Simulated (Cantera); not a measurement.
**Equilibrium for fluorocarbon and chlorocarbon gases: C2F6 + HCl**

Feed: 1 mol C2F6, 0.04 mol HCl, held at 1798.15 K and 0.443 Torr.

Cantera equilibrium calculation (NASA polynomials, part measured and part estimated; ideal gas, pure solids and liquids). Candidate condensed phases: C, C6H6, C7H8, C8H18; 118 gas species. The feed counts by its element totals alone. Gases not in the tables: C2F6 and larger saturated fluorocarbons. Rates play no part.

```yaml
x(CF4): 0.849
x(CF2): 0.0655
x(F): 0.0337
x(HF): 0.0240
x(Cl): 0.0239
x(CF3): 0.00360
x(CF): 5.13e-5
x(CClF3): 3.38e-5
x(ClF): 9.35e-6
n(C(graphite)): 0.468 mol
gas_amount: 1.668 mol
```
